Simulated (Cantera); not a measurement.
Cantera run:

```python
import numpy as np
import cantera as ct

gas_names = """
    B BF BF2 BF3 BH BHF2 BH2 BH3 BN B2 F F2 H HF H2 H2F2 H3F3 H4F4 H5F5 H6F6 H7F7 N NF NF2 NF3 NH NH2
    NH3 N2 N2H2 N2H4
""".split()
cond_names = """
    B(b) B(L) BN(s)
""".split()


def load(file, names, dense=False):
    # The tables refer to 1 bar. Condensed volumes are neglected.
    table = {s.name: s for s in ct.Species.list_from_file(file)}
    out = []
    for n in names:
        d = dict(table[n].input_data)
        d["thermo"] = dict(d["thermo"], **{"reference-pressure": 1e5})
        if dense:
            d["equation-of-state"] = {"model": "constant-volume", "density": "1e6 g/cm^3"}
        out.append(ct.Species.from_dict(d))
    return out


gas = ct.Solution(thermo="ideal-gas", species=load("nasa_gas.yaml", gas_names))
cond = {s.name: ct.Solution(thermo="fixed-stoichiometry", species=[s], name=s.name)
        for s in load("nasa_condensed.yaml", cond_names, dense=True)}
atoms = {
    'BN': {'B': 1, 'N': 1},
    'F2': {'F': 2},
    'H2': {'H': 2},
}
top_T = {'BN(s)': 3200}  # K; cautious upper limits of use, not melting points


def equilibrate(T, P, feed):
    n = {}
    for name, mol in feed.items():
        for a, k in atoms[name].items():
            n[a] = n.get(a, 0.0) + k * mol
    gas.TPX = T, P, n
    mass = sum(n.values()) * gas.mean_molecular_weight
    gas.equilibrate("TP")
    valid = [c for c in cond.values() if c.min_temp <= T <= top_T.get(c.name, c.max_temp)]
    mix = ct.Mixture([(gas, mass / gas.mean_molecular_weight)] + [(c, 0.0) for c in valid])
    mix.T, mix.P = T, P
    mix.equilibrate("TP", solver="vcs", rtol=1e-11, max_steps=5000)
    return mix


results = []
feed = {'BN': 1, 'F2': 18, 'H2': 4.6}  # mol
P = 133.322  # Pa
for T in [798, 873, 948, 1023, 1098, 1173, 1248, 1323, 1398, 1473, 1548, 1623]:
    mix = equilibrate(T, P, feed)
    results.append((T, P, feed, dict(zip(mix.species_names, mix.species_moles))))
    x = sorted(zip(gas.X, gas.species_names), reverse=True)
    print(f"T = {T:g} K  P = {P:g} Pa  gas = {mix.phase_moles(0):.4g} mol")
    print("   x: " + "  ".join(f"{s} {v:.3e}" for v, s in x if v > 1e-06))
    print("   condensed (mol): " + ("  ".join(f"{mix.phase(i).name} {mix.phase_moles(i):.4g}"
          for i in range(1, mix.n_phases) if mix.phase_moles(i) > 1e-12) or "none"))
```

Output:

```
T = 798 K  P = 133.322 Pa  gas = 24.31 mol
   x: F2 4.167e-01  HF 3.785e-01  F 1.425e-01  BF3 4.114e-02  N2 2.003e-02  NF3 1.081e-03
   condensed (mol): none
T = 873 K  P = 133.322 Pa  gas = 27.11 mol
   x: HF 3.394e-01  F 3.328e-01  F2 2.724e-01  BF3 3.689e-02  N2 1.839e-02  NF3 1.012e-04
   condensed (mol): none
T = 948 K  P = 133.322 Pa  gas = 30.87 mol
   x: F 5.356e-01  HF 2.981e-01  F2 1.177e-01  BF3 3.240e-02  N2 1.620e-02  NF3 6.556e-06
   condensed (mol): none
T = 1023 K  P = 133.322 Pa  gas = 33.28 mol
   x: F 6.420e-01  HF 2.764e-01  F2 3.654e-02  BF3 3.004e-02  N2 1.502e-02
   condensed (mol): none
T = 1098 K  P = 133.322 Pa  gas = 34.13 mol
   x: F 6.758e-01  HF 2.695e-01  BF3 2.930e-02  N2 1.465e-02  F2 1.075e-02
   condensed (mol): none
T = 1173 K  P = 133.322 Pa  gas = 34.38 mol
   x: F 6.853e-01  HF 2.676e-01  BF3 2.909e-02  N2 1.454e-02  F2 3.469e-03
   condensed (mol): none
T = 1248 K  P = 133.322 Pa  gas = 34.46 mol
   x: F 6.882e-01  HF 2.670e-01  BF3 2.902e-02  N2 1.451e-02  F2 1.259e-03
   condensed (mol): none
T = 1323 K  P = 133.322 Pa  gas = 34.48 mol
   x: F 6.892e-01  HF 2.668e-01  BF3 2.900e-02  N2 1.450e-02  F2 5.093e-04
   condensed (mol): none
T = 1398 K  P = 133.322 Pa  gas = 34.49 mol
   x: F 6.896e-01  HF 2.667e-01  BF3 2.899e-02  N2 1.450e-02  F2 2.264e-04
   condensed (mol): none
T = 1473 K  P = 133.322 Pa  gas = 34.5 mol
   x: F 6.897e-01  HF 2.667e-01  BF3 2.899e-02  N2 1.449e-02  F2 1.091e-04
   condensed (mol): none
T = 1548 K  P = 133.322 Pa  gas = 34.5 mol
   x: F 6.898e-01  HF 2.667e-01  BF3 2.899e-02  N2 1.449e-02  F2 5.633e-05
   condensed (mol): none
T = 1623 K  P = 133.322 Pa  gas = 34.5 mol
   x: F 6.898e-01  HF 2.667e-01  BF3 2.899e-02  N2 1.449e-02  F2 3.089e-05
   condensed (mol): none
```

These are equilibrium values from Cantera (NASA tables, ideal gas, pure condensed phases), not measurements of a reactor.
